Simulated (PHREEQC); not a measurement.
0.064 g of hydrous ferric oxide (600 m²/g; 0.2 weak and 0.005 strong sites per Fe, Dzombak-Morel constants, diffuse double layer) in 1 kg of water with 0.001 mol/kgw of an inert sodium salt and 0.0005 mmol/kgw Ag2SO4, at 25 °C; the pH is set by adding NaOH or the inert anion's acid. O2 is buffered at 0.21 atm. CO2 from the air is kept out. Precipitation was switched off in this run.

The series has 17 steps of pH, from 3 to 11.

The numbers come from PHREEQC with the ion-association model, wateq4f.dat.

Question: Near which pH is half of the S sorbed, and on which side is more sorbed?

Answer: Near pH 6.4, with more sorbed at lower pH.

Question: Near which pH is half of the Ag sorbed, and on which side is more sorbed?

Answer: Near pH 7.4, with more sorbed at higher pH.

The oxide is taken as insoluble; below pH 4 it would dissolve.
